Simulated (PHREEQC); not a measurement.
# Reverse-osmosis permeate

Synthetic water in mmol/kgw, 25 °C, pH 6.67, pe -1.8:

| constituent | mmol/kgw |
|---|---|
| Na | 0.188 |
| K | 0.00277 |
| Ca | 0.0577 |
| Mg | 0.239 |
| Cl | 0.0339 |
| S(6) | 0.224 |
| Alkalinity (meq/kgw) | 0.323 |
| Br | 0.00298 |
| Sr | 0.000364 |
| Mn(2) | 0.00158 |
| Fe(2) | 0.000828 |

Valence states are taken as typed.

Equilibrium calculation in PHREEQC: ion-association model, phreeqc.dat.

Each row changes one thing in this solution. This is a speciation only: nothing precipitates in the calculation.

```csv
case,ionic strength (mol/kgw),CO2 (mol/kgw),MgSO4 (mol/kgw),CaSO4 (mol/kgw),Fe+2 (mol/kgw),MgHCO3+ (mol/kgw),SI of Rhodochrosite (MnCO3),SI of Siderite (FeCO3)
as made,0.00128,0.000149,8.40e-6,1.55e-6,7.83e-7,7.40e-7,-1.93,-2.45
temperature from 25 to 65 °C at the same typed pH,0.00124,0.000131,1.85e-5,1.87e-6,7.55e-7,9.56e-7,-1.63,-2.07
Fe(2) from 0.000828 to 0.000414 mmol/kgw,0.00128,0.000149,8.40e-6,1.55e-6,3.91e-7,7.40e-7,-1.93,-2.75
pH from 6.67 to 7.17 at the same alkalinity,0.00128,4.69e-5,8.39e-6,1.55e-6,7.78e-7,7.39e-7,-1.44,-1.96
pH from 6.67 to 6.97 at the same alkalinity,0.00128,7.44e-5,8.40e-6,1.55e-6,7.81e-7,7.39e-7,-1.63,-2.15
```

Complexes and solids missing from the database can't appear. Constants without temperature data keep their 25 °C values here.
